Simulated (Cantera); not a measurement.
Si + Cl₂ + H₂ (chlorosilane synthesis and conversion)

Input: 1 mol Si, a varied amount of Cl₂, 0.35 mol H₂, at 0.133 bar.

Method: chemical equilibrium by Gibbs-energy minimisation in Cantera with the NASA 1993 tables (ideal gas, pure condensed phases). Candidate condensed phases: Si; 19 gas species. The tables' values for SiCl₃ are old estimates. The numbers say what is thermodynamically allowed, not how fast it happens.

Stable condensed phases:

```
T in K \ n(Cl₂) in mol
          0.5 0.64 0.81    1  1.3  1.7  2.1
   1700     A    A    A    A    B    B    B
   1600     A    A    A    A    B    B    B
   1500     A    A    A    A    A    B    B
   1400     A    A    A    A    A    B    B
   1300     A    A    A    A    A    A    B
   1200     A    A    A    A    A    A    B
   1100     A    A    A    A    A    A    B
   1000     A    A    A    A    A    A    B
    900     A    A    A    A    A    A    B
    800     A    A    A    A    A    A    B
    700     A    A    A    A    A    A    B
    600     A    A    A    A    A    A    B
    500     A    A    A    A    A    A    B
```

A: Si; B: gas only.
